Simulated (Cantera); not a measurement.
An isothermal, constant-pressure homogeneous reactor starts with 14.5 % CH4, 85.5 % N2, at 1800 K and 1.50 bar.

Cantera simulation using GRI-Mech 3.0 (53 species, 325 reactions); the numbers are that mechanism's predictions, not measurements. GRI-Mech 3.0 stops at C3 and has no aromatics, soot or wall deposition, so with more carbon than oxygen in the feed, carbon stays in small species such as C2H2 where larger ones or solid carbon would form.

One state of this run: x CH4 = 0.100; x HCN = 6.23e-8; x H = 4.36e-5; x C2H4 = 0.00641; x H2 = 0.0512. x: mole fraction; the columns are a selection and need not sum to one.

### Question
Which value of t (s) does it belong to?
A. 0.539
B. 1.04
C. 0.00148
D. 0.000770

### Answer
D, 0.000770
